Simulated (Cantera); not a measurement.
Charge: 1 mol Ti, a varied amount of H2O, 65 mol H2, equilibrated at 1123 K and 0.430 bar.

Method: chemical equilibrium by Gibbs-energy minimisation in Cantera with the NASA 1993 tables (ideal gas, pure condensed phases). Candidate condensed phases: H2O, Ti, TiO, TiO2, Ti2O3, Ti3O5, Ti4O7; 12 gas species. Mutual solubility and eutectic melting of coexisting phases are not modelled. TiO: taken at fixed stoichiometry. Condensed phases not in the tables: Magnéli phases beyond Ti4O7, N, O or C dissolved in the metal. Kinetics and transport are ignored.

log p: log10 of the partial pressure in bar; n: condensed amount in mol.

```
n(H2O) (mol)  log p H2  log p H2O  log p H     n Ti(α)  n TiO(s)  n Ti2O3(s)  n TiO2(rutile)  n Ti4O7(s)
------------  --------  ---------  -------  ----------  --------  ----------  --------------  ----------
0.31             -0.37     -11.96    -7.55  (withheld)     0.310           0               0           0
0.42             -0.37     -11.96    -7.55  (withheld)     0.420           0               0           0
0.56             -0.37     -11.96    -7.55  (withheld)     0.560           0               0           0
0.75             -0.37     -11.96    -7.55  (withheld)     0.750           0               0           0
1                -0.37     -11.96    -7.55           0      1.00           0               0           0
1.4              -0.37      -7.54    -7.55           0     0.200       0.400               0           0
1.8              -0.37      -3.74    -7.55           0         0           0          0.0865       0.228
2.5              -0.37      -2.50    -7.56           0         0           0            1.00           0
3.3              -0.37      -2.09    -7.56           0         0           0            1.00           0
```

Question: Complete the blanks.

Answer: 
- 0.31, n Ti(α): 0.690
- 0.42, n Ti(α): 0.580
- 0.56, n Ti(α): 0.440
- 0.75, n Ti(α): 0.250
